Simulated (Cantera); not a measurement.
A closed system holds: 1 mol B, 7.4 mol H₂O, 9.3 mol N₂, 0.34 mol O₂, held at 1300 K and 100 Torr.

Method: chemical equilibrium by Gibbs-energy minimisation in Cantera with the NASA 1993 tables (ideal gas, pure condensed phases). Candidate condensed phases: B, BN, B₂O₃, B₃O₃H₃, H₂O; 39 gas species. Gases not in the tables: H₃BO₃. Equilibrium is a limit: real reactors are often held back by kinetics, nucleation or transport.

Base state: N₂ 0.556, H₂O 0.389, H₂ 0.0490, HBO₂ 0.00526, (HBO₂)₃ 0.000731 (mole fractions); condensed: B₂O₃(l).

**Question.** What changes in the equilibrium state with this change: 1.9 mol Cl₂ added?

**Answer.** 
| species | before | after |
|---|---|---|
| N₂ | 0.556 | 0.485 |
| H₂O | 0.389 | 0.285 |
| HCl | 0 | 0.196 |
| O₂ | <1e-9 | 0.0276 |
| H₂ | 0.0490 | 4.07e-7 |
| HBO₂ | 0.00526 | 0.00450 |
| Cl | 0 | 0.000786 |
| Cl₂ | 0 | 0.000535 |
| NO | 1.37e-9 | 0.000113 |
| B₂O₃(l), mol | 0.438 | 0.444 |
Further candidate phases: NH₄Cl.

**Question.** What changes in the equilibrium state with this change: B replaced by B₂H₆?

**Answer.** 
| species | before | after |
|---|---|---|
| N₂ | 0.556 | 0.471 |
| H₂ | 0.0490 | 0.270 |
| H₂O | 0.389 | 0.255 |
| HBO₂ | 0.00526 | 0.00425 |
| (HBO₂)₃ | 0.000731 | 0.000387 |
| B₂O₃(l), mol | 0.438 | 0.947 |
The feed counts by its element totals alone.

**Question.** What changes in the equilibrium state with this change: B replaced by B₂O₃?

**Answer.** 
```tsv
species	before	after
N₂	0.556	0.544
H₂O	0.389	0.429
O₂	<1e-9	0.0199
H₂	0.0490	7.24e-7
HBO₂	0.00526	0.00552
NO	1.37e-9	0.000101
OH	6.96e-8	2.00e-5
(HBO₂)₃	0.000731	0.000846
B₂O₃(l), mol	0.438	0.931
```
